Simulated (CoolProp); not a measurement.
The fluid at 613.93 K and 0.411 MPa is throttled through a valve to 0.00947 MPa with no heat exchange. The same conditions are run with several fluids, on thermodynamics alone (safety and materials aside).

Values from CoolProp's reference Helmholtz-energy equation of state of each fluid (decamethylcyclopentasiloxane (D5): Thol 2019; octamethylcyclotetrasiloxane (D4): Thol 2015; m-xylene: Zhou 2012; toluene: Lemmon 2006; ethane: Bücker 2006).

**Question.** Rank decamethylcyclopentasiloxane (D5), octamethylcyclotetrasiloxane (D4), m-xylene, toluene, ethane by temperature change (K), highest first.

**Answer.** ethane (-0.6), toluene (-2.7), m-xylene (-3.1), octamethylcyclotetrasiloxane (D4) (-3.2), decamethylcyclopentasiloxane (D5) (-4.3)

```csv
fluid,final density (kg/m³)
decamethylcyclopentasiloxane (D5),0.695
octamethylcyclotetrasiloxane (D4),0.554
m-xylene,0.198
toluene,0.172
ethane,0.0558
```
